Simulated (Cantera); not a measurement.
## CH3OH + H2O (carbon deposition, reforming and gasification)

Charge: 1 mol CH3OH, a varied amount of H2O, equilibrated at 2723.15 K and 1.00 bar.

Method: chemical equilibrium by Gibbs-energy minimisation in Cantera with the NASA 1993 tables (ideal gas, pure condensed phases). Candidate condensed phases: C, C6H6, C7H8, C8H18, H2O; 110 gas species. Rates play no part.

From 0.097 mol H2O to 0.85 mol H2O nothing is condensed. The main C-bearing gas is CO throughout.

```tsv
n(H2O) (mol)	x H2	x CO	x H2O	x H	x CO2
0.097	0.608	0.313	0.0278	0.0483	0.00211
0.17	0.596	0.304	0.0477	0.0478	0.00359
0.25	0.583	0.295	0.0684	0.0473	0.00511
0.32	0.572	0.287	0.0857	0.0469	0.00636
0.4	0.560	0.279	0.105	0.0464	0.00770
0.47	0.550	0.272	0.121	0.0459	0.00880
0.55	0.539	0.265	0.138	0.0455	0.01000
0.62	0.529	0.259	0.152	0.0451	0.0110
0.7	0.519	0.252	0.168	0.0447	0.0120
0.77	0.511	0.246	0.182	0.0443	0.0129
0.85	0.501	0.240	0.197	0.0439	0.0139
```
x: gas mole fraction; nothing condenses.
